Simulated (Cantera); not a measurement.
# Reactions in the system F-H-Si

Standard-state values (1 bar) from the NASA 1993 polynomials, evaluated with Cantera. Values are per mole of reaction as written; species without (g) are pure solids or liquids, kept so even where they would boil at 1 bar. The tables' values for SiF2 are old estimates.

SiH3(g) + H(g) ⇌ SiH4(g)

| T (K) | ΔH° (kJ) | ΔS° (J/K) | ΔG° (kJ) | log10 K |
|---|---|---|---|---|
| 2700 | -398.9 | -139.5 | -22.3 | 0.43 |
| 2725 | -398.9 | -139.5 | -18.8 | 0.36 |
| 2750 | -398.8 | -139.4 | -15.3 | 0.29 |
| 2775 | -398.7 | -139.4 | -11.8 | 0.22 |
| 2800 | -398.7 | -139.4 | -8.4 | 0.16 |
| 2825 | -398.6 | -139.4 | -4.9 | 0.09 |
| 2850 | -398.5 | -139.3 | -1.4 | 0.03 |
| 2875 | -398.5 | -139.3 | 2.1 | -0.04 |
| 2900 | -398.4 | -139.3 | 5.6 | -0.10 |

5 SiH4(g) + SiF2(g) ⇌ 2 HF(g) + 6 SiH3(g)

```tsv
T (K)	ΔH° (kJ)	ΔS° (J/K)	ΔG° (kJ)	log10 K
2700	1096.5	358.2	129.2	-2.50
2725	1095.9	358.0	120.3	-2.31
2750	1095.3	357.8	111.3	-2.11
2775	1094.8	357.6	102.4	-1.93
2800	1094.2	357.4	93.4	-1.74
2825	1093.6	357.2	84.5	-1.56
2850	1093.1	357.0	75.6	-1.38
2875	1092.5	356.8	66.6	-1.21
2900	1092.0	356.6	57.7	-1.04
```

SiH4(g) ⇌ 2 H2(g) + Si(g)

```csv
T (K),ΔH° (kJ),ΔS° (J/K),ΔG° (kJ),log10 K
2700,409.6,237.1,-230.5,4.46
2725,409.4,237.0,-236.4,4.53
2750,409.2,236.9,-242.3,4.60
2775,408.9,236.8,-248.3,4.67
2800,408.7,236.8,-254.2,4.74
2825,408.5,236.7,-260.1,4.81
2850,408.3,236.6,-266.0,4.88
2875,408.1,236.5,-271.9,4.94
2900,407.9,236.5,-277.9,5.00
```

3 Si(g) + 4 HF(g) ⇌ SiF4(g) + 2 SiH2(g)

```
T (K)  ΔH° (kJ)  ΔS° (J/K)  ΔG° (kJ)  log10 K
-----  --------  ---------  --------  -------
2700    -1338.1     -474.6     -56.7     1.10
2725    -1337.8     -474.5     -44.9     0.86
2750    -1337.5     -474.4     -33.0     0.63
2775    -1337.2     -474.2     -21.2     0.40
2800    -1336.9     -474.1      -9.3     0.17
2825    -1336.6     -474.0       2.6    -0.05
2850    -1336.3     -473.9      14.4    -0.26
2875    -1336.0     -473.8      26.2    -0.48
2900    -1335.7     -473.7      38.1    -0.69
```
